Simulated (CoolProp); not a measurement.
Hydrogen sulfide along the isotherm 8.75 °C: density (kg/m³) from the reference equation and from simpler models built on Tc = 100.0 °C, pc = 8999 kPa, ω = 0.101; each cubic takes its own stable root.

Computed with CoolProp (reference Helmholtz-energy equation of state, Lemmon 2006). It is a short technical equation, of lower accuracy than the large ones.

```json
[
 {"p (kPa)": "142", "phase": "gas", "reference": "2.092"},
 {"p (kPa)": "215", "phase": "gas", "reference": "3.189"},
 {"p (kPa)": "324", "phase": "gas", "reference": "4.856"},
 {"p (kPa)": "489", "phase": "gas", "reference": "7.451"},
 {"p (kPa)": "737", "phase": "gas", "reference": "11.53"},
 {"p (kPa)": "1110", "phase": "gas", "reference": "18.15"},
 {"p (kPa)": "1680", "phase": "liquid", "reference": "814.5"},
 {"p (kPa)": "2530", "phase": "liquid", "reference": "816.4"},
 {"p (kPa)": "3820", "phase": "liquid", "reference": "819.2"},
 {"p (kPa)": "5760", "phase": "liquid", "reference": "823.2"},
 {"p (kPa)": "8690", "phase": "liquid", "reference": "829.0"},
 {"p (kPa)": "13100", "phase": "liquid", "reference": "837.0"},
 {"p (kPa)": "19800", "phase": "liquid", "reference": "848.1"},
 {"p (kPa)": "29800", "phase": "liquid", "reference": "862.8"},
 {"p (kPa)": "45000", "phase": "liquid", "reference": "881.9"}
]
```

Problem. How far does each simpler model (van der Waals, Redlich-Kwong, Soave-Redlich-Kwong, Peng-Robinson) lie from the reference over these 15 states: mean and median of the absolute difference, and the worst?

Solution. 
- van der Waals: mean 28.3 %, median 30.7 %, worst -96.6 % at 8.75 °C and 1680 kPa
- Redlich-Kwong: mean 3.0 %, median 3.6 %, worst -5.8 % at 8.75 °C and 1680 kPa
- Soave-Redlich-Kwong: mean 2.4 %, median 2.9 %, worst -4.6 % at 8.75 °C and 1680 kPa
- Peng-Robinson: mean 5.2 %, median 8.2 %, worst +9.4 % at 8.75 °C and 45000 kPa

At some of these states van der Waals gives the other phase, because its saturation line lies elsewhere.
